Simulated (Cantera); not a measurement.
Thermodynamics of silicon epitaxy and polysilicon growth, feed Si₂Cl₆ + H₂

A closed system holds: 1 mol Si₂Cl₆, a varied amount of H₂, equilibrated at 923.15 K and 42.0 mbar.

Equilibrium computed with Cantera from the NASA thermochemical tables; the gas is ideal and each condensed phase is pure. Candidate condensed phases: Si; 19 gas species. The feed counts by its element totals alone. The tables' values for SiCl₃ are old estimates; treat these amounts as uncertain. The numbers say what is thermodynamically allowed, not how fast it happens.

```tsv
n(H₂) (mol)	x H₂	x SiCl₄	x SiHCl₃	x HCl	n Si(s)
29	0.940	0.0368	0.0124	0.00995	0.470
78	0.974	0.0124	0.00560	0.00772	0.525
130	0.983	0.00683	0.00359	0.00668	0.581
180	0.986	0.00458	0.00267	0.00605	0.631
230	0.989	0.00335	0.00211	0.00561	0.678
280	0.990	0.00259	0.00174	0.00526	0.722
330	0.991	0.00207	0.00147	0.00498	0.764
370	0.992	0.00177	0.00131	0.00478	0.795
420	0.993	0.00147	0.00114	0.00457	0.833
470	0.993	0.00125	0.00101	0.00439	0.869
520	0.994	0.00107	0.000900	0.00423	0.904
```
x: gas mole fraction; n: condensed amount in mol.

From 29 mol H₂ to 520 mol H₂ the condensed part is Si(s). The main Si-bearing gas is SiCl₄ throughout. The share of Si in condensed phases is highest at 520 mol H₂ (45.2 %) and lowest at 29 mol H₂ (23.5 %).
